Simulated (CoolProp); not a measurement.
Saturation properties of CHF3 (R23).

The numbers come from the reference Helmholtz-energy equation of state, Penoncello 2003 in CoolProp.

```tsv
T (°C)	p (kPa)	enthalpy of vaporisation (kJ/kg)	liquid viscosity (µPa s)	vapour viscosity (µPa s)	liquid conductivity (mW/(m K))
-38.05	759.0	196.7	162	11.9	103
-35.05	845.5	193.1	155	12.1	101
-32.05	939.1	189.4	149	12.3	99.3
-29.05	___	185.6	___	12.5	97.4
-26.05	1149	181.5	137	12.7	95.6
-23.05	1267	177.4	132	12.9	93.7
-19.95	1397	___	126	13.1	___
-16.95	1533	168.3	121	13.3	89.9
-13.95	1679	163.5	116	13.6	88.0
-10.95	1834	158.5	110	13.8	86.0
-7.95	2000	153.2	105	14.1	84.0
-4.95	2177	147.7	101	14.4	82.0
-1.95	2366	141.7	___	___	79.9
1.05	2566	___	90.8	15.1	77.8
```

Complete the blanks.


- -29.05, p (kPa): 1040
- -29.05, liquid viscosity (µPa s): 143
- -19.95, enthalpy of vaporisation (kJ/kg): 172.9
- -19.95, liquid conductivity (mW/(m K)): 91.8
- -1.95, liquid viscosity (µPa s): 95.7
- -1.95, vapour viscosity (µPa s): 14.7
- 1.05, enthalpy of vaporisation (kJ/kg): 135.4

It boils at -82.0 °C under 1 atm.

Viscosity comes from a separate model (Shan 2000). Thermal conductivity comes from a separate model (Shan 2000).
